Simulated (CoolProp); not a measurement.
The fluid at 314.26 K and 1.1 MPa flows at 4.4 m/s in a round tube of 1 mm bore and 15 µm roughness, fully developed (64/Re and Nu = 3.66 if laminar; Colebrook and Gnielinski if turbulent). The same conditions are run with several fluids, on thermodynamics alone (safety and materials aside).

Computed with CoolProp (reference Helmholtz-energy equation of state of each fluid (R13: Platzer 1990; C2F6 (R116): Lemmon 2006; R404A: Lemmon 2003; ethane: Bücker 2006)). The equations of Platzer and Polt are older, rougher fits. Blends and air are pseudo-pure fits.

Q: Rank R13, C2F6 (R116), R404A, ethane by Reynolds number, highest first.

A: C2F6 (R116) (18700), R404A (16300), R13 (13900), ethane (5960)

| fluid | Darcy friction factor | pressure drop (Pa/m) | heat-transfer coefficient (W/(m² K)) | mass flow (kg/h) |
|---|---|---|---|---|
| R13 | 0.0468 | 21900 | 970 | 0.600 |
| C2F6 (R116) | 0.0461 | 28800 | 1540 | 0.804 |
| R404A | 0.0464 | 22200 | 1370 | 0.615 |
| ethane | 0.0504 | 6670 | 703 | 0.170 |

Transport values come from each fluid's own correlations; those of R13, C2F6 (R116) are estimates that may be off by 10 % or more.
